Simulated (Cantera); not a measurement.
# Low-pressure radical oxidation in H2/O2

An isothermal, constant-pressure homogeneous reactor starts with H₂ : O₂ : N₂ = 0.0058 : 1 : 2.1 (molar parts), equivalence ratio 0.0029, at 1223 K and 140 Pa.

Cantera simulation using GRI-Mech 3.0 (53 species, 325 reactions); the numbers are that mechanism's predictions, not measurements. Radical loss at walls, strong at low pressure, is not modelled.

```csv
t (s),x H₂,x O₂,x OH,x HO₂,x NO₂
0.000300,0.00187,0.322,3.29e-12,2.67e-11,<1e-12
0.000911,0.00187,0.322,2.55e-11,8.10e-11,<1e-12
0.00277,0.00187,0.322,1.53e-10,2.46e-10,<1e-12
0.00840,0.00187,0.322,6.84e-10,7.46e-10,<1e-12
0.0255,0.00187,0.322,3.19e-9,2.26e-9,<1e-12
0.0775,0.00187,0.322,4.02e-8,6.86e-9,<1e-12
0.235,0.00181,0.322,2.91e-5,2.34e-8,<1e-12
0.714,5.27e-6,0.320,0.000166,1.90e-8,<1e-12
2.17,4.62e-6,0.320,0.000162,1.86e-8,<1e-12
6.59,4.40e-6,0.320,0.000158,1.81e-8,<1e-12
20.0,3.82e-6,0.320,0.000147,1.69e-8,<1e-12
```
x: mole fraction; the columns are a selection and need not sum to one.

Equilibrium at this temperature and pressure: H₂ 1.80e-9, O₂ 0.321, OH 3.21e-6, HO₂ 6.27e-10, NO₂ 1.87e-7 (gas phase only).
